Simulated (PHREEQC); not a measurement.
Consider water at 25 °C with 40 mmol/kgw HF, 6.3 mmol/kgw NH4HF2, 1.6 mmol/kgw (NH4)2SiF6 and 0.098 mmol/kgw HCl. Closed to the air; pH follows from the charge balance.

Equilibrium calculation in PHREEQC: ion-association model, phreeqc.dat.

```
quantity                   before     after
------------------------  -------  --------
pH                           2.45      2.91
ionic strength (mol/kgw)   0.0150   0.00241
HF (mol/kgw)               0.0411   0.00332
F- (mol/kgw)              0.00877   0.00190
HF2- (mol/kgw)            0.00138   2.42e-5
NH3 (mol/kgw)             1.33e-9  4.15e-10
SI of Quartz (SiO2)         -6.74     -1.98
```

Problem. What was changed between the two runs?
A) HF from 0.04 to 0.044 mol/kgw
B) NH4HF2 left out
C) diluted 10-fold with water
D) temperature from 25 to 40 °C
E) temperature from 25 to 30 °C

Solution. C, diluted 10-fold with water

No solid was allowed to form. SiF6-2 is the database's only silicon fluoride.
